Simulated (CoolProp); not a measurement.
The numbers come from the reference Helmholtz-energy equation of state, Thol 2016 in CoolProp.

Task: For hexamethyldisiloxane (MM), give the phase and the density (kg/m³), cp (kJ/(kg K)), cv (kJ/(kg K)), speed of sound (m/s) at 197.15 °C and 14.7 bar.

Result: 
- 197.15 °C and 14.7 bar: liquid; density 538, cp 2.49, cv 1.98, speed of sound 309
